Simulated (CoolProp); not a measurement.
Computed with CoolProp (reference Helmholtz-energy equation of state, McLinden 2015).

### Question
For the fluoroketone C6F12O (FK-5-1-12), give the phase and the cp (kJ/(kg K)) at 471 K and 0.0106 MPa; 471 K and 0.137 MPa.

### Answer
- 471 K and 0.0106 MPa: gas; cp 1.03
- 471 K and 0.137 MPa: gas; cp 1.04
